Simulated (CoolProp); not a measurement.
Vapour-liquid equilibrium of acetone (1) + toluene (2) at 292.6 K; x and y are mole fractions of (1).

The numbers come from the multi-fluid Helmholtz-energy mixture model, Lemmon 2006 and Lemmon 2006; pair parameters Bell 2016 in CoolProp.

```csv
x,bubble pressure (bar),y at the bubble point,dew pressure at overall composition x (bar),liquid density (mol/L)
0.05,0.05025,0.461,0.02975,9.560
0.2,0.09835,0.759,0.03496,10.03
0.35,0.1312,0.843,0.04237,10.55
0.5,0.1573,0.889,0.05371,11.13
0.65,0.1810,0.924,0.07309,11.77
0.8,0.2052,0.956,0.1124,12.50
0.95,0.2313,0.989,0.2004,13.32
```

No azeotrope shows between x = 0.05 and 0.95.

Pair parameters are fitted to limited data, so mixtures are less certain than the pure fluids.
